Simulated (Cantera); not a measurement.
A perfectly stirred reactor is fed with CH4 : CO : O2 : N2 = 1 : 0.034 : 2.02 : 7.58 (molar parts), at 1.01 bar; it is adiabatic with a 425 K inlet, and is followed from long to short residence time, starting on the burning branch (τ in s: 0.021, 0.011, 0.0057, 0.003, 0.0016, 0.00083, 0.00043, 0.00023, 0.00012, 6.2e-05, 3.3e-05).

Model: GRI-Mech 3.0 (53 species, 325 reactions), integrated in Cantera.

One state of this run: T (K) = 2147; x CH4 = 4.29e-5; x CO = 0.0219; x O2 = 0.0141; x CH2CO = 1.94e-8; x HO2 = 2.65e-6; x H = 0.00314; x C2H = 2.02e-10. x: mole fraction; the columns are a selection and need not sum to one.

Task: Which value of τ (s) does it belong to?
(A) 0.0016
(B) 0.0057
(C) 0.0030
(D) 0.00023

Result: C, 0.0030
